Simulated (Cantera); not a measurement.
Input: 1 mol CH3SiCl3, 1600 mol H2, at 0.0600 bar.

Method: chemical equilibrium by Gibbs-energy minimisation in Cantera with the NASA 1993 tables (ideal gas, pure condensed phases). Candidate condensed phases: C, C6H6, C7H8, C8H18, Si, SiC; 109 gas species. The feed counts by its element totals alone. Gases not in the tables: Si2H6 and higher silanes. Kinetics and transport are ignored. All values below are at 2023 K.

Base state: H2 0.990, H 0.00771, HCl 0.00185, Si 0.000164, C2H2 (acetylene) 0.000105, SiH 2.58e-5, SiH2 2.07e-5, Cl 1.07e-5 (mole fractions); condensed: SiC(s).

Problem. What changes in the equilibrium state with this change: H2 from 1600 to 1.6 mol?

Solution. 
```json
[
 {"species": "HCl", "before": "0.00185", "after": "0.484"},
 {"species": "H2", "before": "0.990", "after": "0.427"},
 {"species": "SiCl2", "before": "1.39e-6", "after": "0.0762"},
 {"species": "SiCl3", "before": "<1e-9", "after": "0.00293"},
 {"species": "SiCl4", "before": "<1e-9", "after": "0.000125"},
 {"species": "SiHCl3", "before": "<1e-9", "after": "4.51e-5"},
 {"species": "Cl", "before": "1.07e-5", "after": "0.00426"},
 {"species": "SiCl", "before": "1.99e-6", "after": "0.000273"},
 {"species": "SiC(s), mol", "before": "0.637", "after": "0.632"},
 {"species": "C(graphite), mol", "before": "0", "after": "0.364"}
]
```
The tables' values for SiCl3, SiCl are old estimates; treat these amounts as uncertain.

Problem. What changes in the equilibrium state with this change: CH3SiCl3 replaced by CH3SiH3?

Solution. 
```csv
species,before,after
H2,0.990,0.992
H,0.00771,0.00772
Si,0.000164,0.000165
HCl,0.00185,0
Cl,1.07e-5,0
C2H2 (acetylene),0.000105,0.000104
SiH2,2.07e-5,2.09e-5
SiH,2.58e-5,2.59e-5
"SiC(s), mol",0.637,0.640
```

Problem. What changes in the equilibrium state with this change: H2 from 1600 to 25 mol?

Solution. 
```json
[
 {"species": "H2", "before": "0.990", "after": "0.887"},
 {"species": "HCl", "before": "0.00185", "after": "0.103"},
 {"species": "H", "before": "0.00771", "after": "0.00730"},
 {"species": "SiCl2", "before": "1.39e-6", "after": "0.00165"},
 {"species": "Cl", "before": "1.07e-5", "after": "0.000628"},
 {"species": "SiCl", "before": "1.99e-6", "after": "4.03e-5"},
 {"species": "SiC(s), mol", "before": "0.637", "after": "0.950"},
 {"species": "C(graphite), mol", "before": "0", "after": "0.00466"}
]
```
The tables' values for SiCl are old estimates; treat these amounts as uncertain.
